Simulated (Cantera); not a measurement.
Feed: 1 mol Si, 4.9 mol HCl, 18 mol H2, equilibrated at 623.15 K and 101000 Pa.

Method: chemical equilibrium by Gibbs-energy minimisation in Cantera with the NASA 1993 tables (ideal gas, pure condensed phases). Candidate condensed phases: Si; 19 gas species. Equilibrium is a limit: real reactors are often held back by kinetics, nucleation or transport.

Base state: H2 0.913, SiCl4 0.0456, HCl 0.0411, SiHCl3 4.70e-5 (mole fractions); condensed: gas only.

Task: What changes in the equilibrium state with this change: temperature from 623.15 K to 973.15 K?

Result: 
```tsv
species	before	after
H2	0.913	0.909
HCl	0.0411	0.0458
SiCl4	0.0456	0.0410
SiCl3	<1e-9	5.81e-5
SiH2Cl2	2.61e-9	5.33e-5
SiHCl3	4.70e-5	0.00457
```
The tables' values for SiCl3 are old estimates; treat these amounts as uncertain.
